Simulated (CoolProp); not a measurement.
Vapour-liquid equilibrium of propane (1) + R227EA (2) at 212 kPa; x and y are mole fractions of (1).

Model: multi-fluid Helmholtz-energy mixture model, Lemmon 2009 and Lemmon 2016; pair parameters Bell 2016, in CoolProp.

```csv
x,bubble temperature (K),y at the bubble point,dew temperature at overall composition x (K),liquid density (mol/L)
0.05,268.0,0.263,274.1,8.939
0.2,255.3,0.607,269.9,9.523
0.35,250.6,0.709,265.2,9.993
0.5,249.0,0.748,259.8,10.47
0.65,248.2,0.775,253.4,11.01
0.8,247.8,0.817,247.9,11.66
0.95,248.4,0.925,248.6,12.42
```

y crosses x between x = 0.8 and 0.95: the model has an azeotrope there.

The pair parameters rest on a limited set of measurements; away from them the model extrapolates. With so large a gap from Raoult's law the liquid may split in two, which this calculation doesn't test in full.
